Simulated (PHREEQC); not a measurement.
A solution holds 16 mmol/kgw NaOH, 6.3 mmol/kgw CO2 and 120 mmol/kgw K3PO4, at 20 °C. Closed to the air; pH follows from the charge balance.

All values are PHREEQC results (ion-association model, wateq4f.dat), not measurements.

```
Property                  Result
-----------------  -------------
pH                         12.29
ionic strength     0.701 mol/kgw
activity of water          0.991
total alkalinity      256 meq/kg
```

| species | molality | activity | log γ |
|---|---|---|---|
| K+ | 0.358 | 0.223 | -0.205 |
| PO4-3 | 0.102 | 0.00251 | -1.607 |
| OH- | 0.0218 | 0.0132 | -0.216 |
| HPO4-2 | 0.0162 | 0.00314 | -0.714 |
| Na+ | 0.0156 | 0.0111 | -0.149 |
| CO3-2 | 0.00598 | 0.00124 | -0.682 |
| KHPO4- | 0.00202 | 0.00136 | -0.171 |
| NaCO3- | 0.000294 | 0.000198 | -0.171 |
| NaHPO4- | 0.000100 | 6.77e-5 | -0.171 |
| HCO3- | 2.22e-5 | 1.50e-5 | -0.171 |
| NaHCO3 | 7.94e-8 | 9.33e-8 | 0.070 |
| H2PO4- | 3.91e-8 | 2.64e-8 | -0.171 |

This is a speciation only: nothing precipitates in the calculation. Ionic strength above about 0.7 mol/kgw puts this run outside the model's range. H3PO4, which wateq4f.dat lacks, is added to it with the constant of phreeqc.dat.
